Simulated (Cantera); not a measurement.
A perfectly stirred reactor is fed with 24.4 % NH3, 75.6 % H2, at 1.50 bar; it is held at 2148 K, and followed from long to short residence time.

Computed with Cantera and the gas-phase N/H chemistry of the illustrative SiF4/NH3 mechanism in the Surface Chemkin manual (1991). Walls and surfaces, which speed up NH3 decomposition in real reactors, are not modelled.

One state of this run: x NH3 = 0.217; x H2 = 0.771; x N2 = 0.0105; x N2H4 = 1.52e-7; x N = 2.06e-6; x H = 0.000955; x NH2 = 0.000817. x: mole fraction; the columns are a selection and need not sum to one.

Task: Which value of τ (s) does it belong to?
A. 0.0023
B. 0.00082
C. 2.8
D. 0.048

Result: B, 0.00082
